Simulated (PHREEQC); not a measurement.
Make-up at 78 °C: 0.12 mol HF and 0.00067 mol NH4HF2 per kg of water. Closed to the air; pH follows from the charge balance.

Computed with PHREEQC (ion-association model, wateq4f.dat).

This is a speciation only: nothing precipitates in the calculation.

Q: Order these F species by the share of F that they hold, largest first: HF, H2F2, F-, HF2-.

A: HF (87 %), H2F2 (5.9 %), F- (3.9 %), HF2- (3.6 %)

The pH is 2.24 and the ionic strength 0.00692 mol/kgw. Complexes and solids missing from the database can't appear. wateq4f.dat counts part of the HF as a dimer, H2F2, which phreeqc.dat doesn't know; its constant is uncertain. Away from 25 °C the constants follow the database's enthalpies or fits; those with neither stay at their 25 °C values.
